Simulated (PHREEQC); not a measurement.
A PHREEQC speciation (ion-association model, wateq4f.dat) at 10 °C gives pH 7.01 and these molalities:

```csv
species,mol/kgw
SO4-2,0.0765
Mg+2,0.0729
MgSO4,0.0671
Na+,0.00349
Ca+2,0.00202
CaSO4,0.00188
NaSO4-,0.000312
MgOH+,2.78e-7
HSO4-,1.96e-7
```

**Question.** What are the element totals, and what could have been dissolved in 1 kg of water to give them?

**Answer.** Several could match; the one computed here: totals Ca 0.00390, Mg 0.140, Na 0.00380, S(6) 0.146 mol/kgw, from 0.0039 mol/kgw CaSO4, 0.0019 mol/kgw Na2SO4 and 0.14 mol/kgw MgSO4.

No solid was allowed to form. At this temperature some constants are extrapolated from 25 °C, and those without enthalpy data are left unchanged.
